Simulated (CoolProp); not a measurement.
Vapour-liquid equilibrium of CH2F2 (R32) (1) + dimethyl ether (2) at 0.0469 MPa; x and y are mole fractions of (1).

Computed with CoolProp (multi-fluid Helmholtz-energy mixture model, Tillner-Roth 1997 and Wu 2011; pair parameters Bell 2016).

```tsv
x	bubble temperature, mixture model (°C)	bubble temperature, Raoult's law (°C)	y, mixture model	y, Raoult's law
0.05	-43.3	-43.5	0.147	0.161
0.15	-47.3	-47.6	0.384	0.396
0.25	-50.9	-51.0	0.557	0.558
0.35	-54.1	-53.9	0.680	0.675
0.45	-56.7	-56.3	0.768	0.762
0.55	-58.9	-58.5	0.833	0.829
0.65	-60.8	-60.4	0.883	0.882
0.75	-62.4	-62.1	0.922	0.924
0.85	-63.8	-63.6	0.955	0.959
0.95	-65.1	-65.0	0.985	0.987
```

The largest gap from Raoult's law is -0.4 K in bubble temperature, at x = 0.55. No azeotrope shows between x = 0.05 and 0.95.

Pair parameters are fitted to limited data, so mixtures are less certain than the pure fluids. The gap from Raoult's law changes sign with composition, which may be real or a fault of the pair parameters; it wasn't checked against measurements.
